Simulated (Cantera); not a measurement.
Cantera run:

```python
import numpy as np
import cantera as ct

gas_names = """
    Fe FeO Fe(OH)2 H HO2 H2 H2O H2O2 O OH O2 O3
""".split()
cond_names = """
    Fe(a) Fe(c) Fe(d) Fe(L) FeO(s) FeO(L) Fe(OH)2(s) Fe(OH)3(s) Fe2O3(s) Fe3O4(s) H2O(s) H2O(L)
""".split()


# ... load() reads the species with a 1 bar reference pressure and builds the phases ...
atoms = {
    'Fe3O4': {'Fe': 3, 'O': 4},
    'H2': {'H': 2},
    'H2O': {'H': 2, 'O': 1},
}
top_T = {'Fe2O3(s)': 1830, 'Fe3O4(s)': 1870}  # K; cautious upper limits of use, not melting points


# ... equilibrate(T, P, feed) seeds the gas with the atoms and calls Mixture.equilibrate('TP', solver="vcs", rtol=1e-11, max_steps=5000) ...
results = []
feed = {'Fe3O4': 1, 'H2': 1.5, 'H2O': 2.9}  # mol
P = 16  # Pa
for T in [1198, 1298, 1398, 1498, 1598, 1698, 1798, 1898, 1998, 2098]:
    mix = equilibrate(T, P, feed)
    results.append((T, P, feed, dict(zip(mix.species_names, mix.species_moles))))

top = {s: max(r[3][s] / sum(r[3][g] for g in gas_names) for r in results) for s in gas_names}
cols = sorted((s for s in top if top[s] > 0.001), key=lambda s: -top[s])[:5]
seen = [c for c in cond_names if any(r[3].get(c, 0) > 1e-12 for r in results)]
print("log10 of partial pressures in bar; condensed amounts in mol")
print(f"{'T/K':>10s}" + "".join(f"{s[:9]:>10s}" for s in cols + seen))
for T, P, feed, n in results:
    ng = sum(n[g] for g in gas_names)
    print(f"{T:10.4g}" + "".join(f"{np.log10(max(n[s] / ng * P / 1e5, 1e-99)):10.3f}" for s in cols)
          + "".join(f"{n.get(c, 0):10.4g}" for c in seen))
```

It prints:

```
log10 of partial pressures in bar; condensed amounts in mol
       T/K       H2O        Fe        O2        H2         H    FeO(s)    FeO(L)
      1198    -3.848   -11.785   -14.044    -4.740    -9.091         3         0
      1298    -3.848   -10.365   -12.370    -4.740    -8.340         3         0
      1398    -3.848    -9.155   -10.932    -4.741    -7.695         3         0
      1498    -3.848    -8.114    -9.684    -4.741    -7.136         3         0
      1598    -3.849    -7.211    -8.587    -4.744    -6.646     2.998         0
      1698    -3.850    -6.448    -7.604    -4.754    -6.217         0     2.989
      1798    -3.856    -5.813    -6.697    -4.784    -5.845         0     2.952
      1898    -3.878    -5.265    -5.854    -4.844    -5.529         0     2.816
      1998    -3.967    -4.744    -5.157    -4.935    -5.262         0     2.245
      2098    -4.226    -4.362    -4.727    -5.096    -5.060         0         0
```

Method: chemical equilibrium by Gibbs-energy minimisation in Cantera with the NASA 1993 tables (ideal gas, pure condensed phases). The tables' stoichiometric FeO is somewhat more stable than real wüstite, so its field is too wide. FeO: taken at fixed stoichiometry.
